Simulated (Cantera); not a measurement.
Feed: 1 mol SiCl4, 0.14 mol Cl2, 46 mol H2, equilibrated at 0.100 bar.

Equilibrium computed with Cantera from the NASA thermochemical tables; the gas is ideal and each condensed phase is pure. Candidate condensed phases: Si; 19 gas species. The numbers say what is thermodynamically allowed, not how fast it happens.

### Question
What share of the Si ends up in condensed phases as a function of T (K), at 973, 1023, 1073, 1123, 1173, 1223, 1273, 1323, 1373, 1423, 1473?

### Answer
| T (K) | Si condensed (%) | as |
|---|---|---|
| 973 | 0.0 | - |
| 1023 | 0.4 | Si(s) |
| 1073 | 7.3 | Si(s) |
| 1123 | 14.8 | Si(s) |
| 1173 | 22.0 | Si(s) |
| 1223 | 28.0 | Si(s) |
| 1273 | 32.2 | Si(s) |
| 1323 | 34.5 | Si(s) |
| 1373 | 35.3 | Si(s) |
| 1423 | 35.2 | Si(s) |
| 1473 | 34.6 | Si(s) |
